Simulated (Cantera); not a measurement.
A perfectly stirred reactor is fed with 15.4 % NH3, 84.6 % N2, at 503 Torr; it is held at 2375 K, and followed from long to short residence time.

Cantera simulation using the gas-phase N/H chemistry of the illustrative SiF4/NH3 mechanism in the Surface Chemkin manual (1991); the numbers are that mechanism's predictions, not measurements. Walls and surfaces, which speed up NH3 decomposition in real reactors, are not modelled.

x: mole fraction; the columns are a selection and need not sum to one.

```csv
τ (s),x NH3,x NH2,x N,x N2H4,x N2H2
2.1,6.65e-5,7.89e-6,8.37e-6,1.51e-12,8.07e-10
0.78,0.000134,1.43e-5,1.23e-5,4.98e-12,2.42e-9
0.28,0.000418,3.21e-5,1.42e-5,2.51e-11,9.10e-9
0.10,0.00205,8.72e-5,1.15e-5,1.85e-10,3.87e-8
0.038,0.00680,0.000190,1.04e-5,8.78e-10,1.23e-7
0.014,0.0185,0.000376,1.02e-5,(withheld),3.53e-7
0.0050,0.0431,0.000687,9.85e-6,(withheld),8.93e-7
0.0018,0.0800,0.00110,8.61e-6,(withheld),1.78e-6
```

Some entries are withheld; supply them.


- 0.014, x N2H4: 3.45e-9
- 0.0050, x N2H4: 1.15e-8
- 0.0018, x N2H4: 2.96e-8
